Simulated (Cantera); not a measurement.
What does this Cantera script print?

```python
import numpy as np
import cantera as ct

gas = ct.Solution("gri30.yaml")
gas.TPX = 673, 29000, {'CH3OH': 1, 'O2': 1, 'N2': 2.5, 'H2O': 0.0074}
flame = ct.FreeFlame(gas, width=0.095)
flame.set_refine_criteria(ratio=3, slope=0.08, curve=0.16)
flame.transport_model = "mixture-averaged"
flame.solve(loglevel=0, auto=True)
z, T = flame.grid, flame.T
thick = (T[-1] - T[0]) / np.gradient(T, z).max()
show = ['CH3OH', 'O2', 'NO', 'CH4', 'OH', 'HCN']
print(f"laminar burning velocity  {flame.velocity[0] * 100:.3f} cm/s")
print(f"burnt temperature         {T[-1]:.1f} K")
print(f"thermal thickness         {thick * 1e3:.4f} mm")
print(f"grid points               {len(z)}")
z0 = z[flame.heat_release_rate.argmax()]
print(f"{'z/mm':>9s}{'T/K':>9s}{'u/(m/s)':>9s}" + "".join(f"{s:>11s}" for s in show))
rows = []
for k in (-3, -2, -1.5, -1, -0.5, -0.25, 0, 0.25, 0.5, 1, 2, 4, 8):
    zz = z0 + k * thick
    rows.append([k * thick, np.interp(zz, z, T), np.interp(zz, z, flame.velocity),
                 *(np.interp(zz, z, flame.X[gas.species_index(s)]) for s in show)])
    print(f"{rows[-1][0] * 1e3:9.3f}{rows[-1][1]:9.1f}{rows[-1][2]:9.3f}" + "".join(f"{x:11.3e}" for x in rows[-1][3:]))
```

Result:

```
laminar burning velocity  271.768 cm/s
burnt temperature         2410.9 K
thermal thickness         0.5510 mm
grid points               137
     z/mm      T/K  u/(m/s)      CH3OH         O2         NO        CH4         OH        HCN
   -1.653    673.4    2.738  2.203e-01  2.202e-01  9.767e-11  3.131e-07  1.825e-14  3.388e-11
   -1.102    676.0    2.774  2.181e-01  2.178e-01  6.710e-10  1.915e-06  8.899e-13  2.881e-10
   -0.827    686.1    2.849  2.148e-01  2.143e-01  3.014e-09  7.578e-06  2.734e-11  1.583e-09
   -0.551    752.2    3.206  2.044e-01  2.036e-01  2.167e-08  4.204e-05  6.358e-09  1.431e-08
   -0.276   1113.4    5.056  1.525e-01  1.620e-01  2.189e-07  2.423e-04  7.824e-06  1.392e-07
   -0.138   1504.1    7.221  8.418e-02  1.173e-01  6.353e-07  4.925e-04  2.974e-04  3.563e-07
    0.000   1884.9    9.568  1.706e-02  7.421e-02  1.417e-06  6.845e-04  2.274e-03  7.833e-07
    0.138   2042.7   10.571  7.321e-04  4.613e-02  2.421e-06  3.766e-04  5.879e-03  1.238e-06
    0.276   2081.6   10.783  8.985e-06  2.723e-02  3.395e-06  9.625e-05  9.515e-03  1.216e-06
    0.551   2110.0   10.887  5.859e-09  1.101e-02  4.797e-06  2.800e-06  1.271e-02  6.741e-07
    1.102   2133.9   10.944  8.004e-12  5.931e-03  6.470e-06  3.783e-09  1.328e-02  1.684e-07
    2.204   2159.2   11.034  1.329e-15  4.993e-03  8.823e-06  2.571e-13  1.300e-02  1.527e-08
    4.408   2194.8   11.183  7.194e-16  4.335e-03  1.315e-05  9.358e-15  1.253e-02  5.577e-10
```

Model: GRI-Mech 3.0 (53 species, 325 reactions), integrated in Cantera. GRI-Mech 3.0 was tuned for natural gas; its chemistry of methanol as a main component is partial and can be far from experiment. Burning velocities carry a grid error of a few per cent, more on coarse grids.
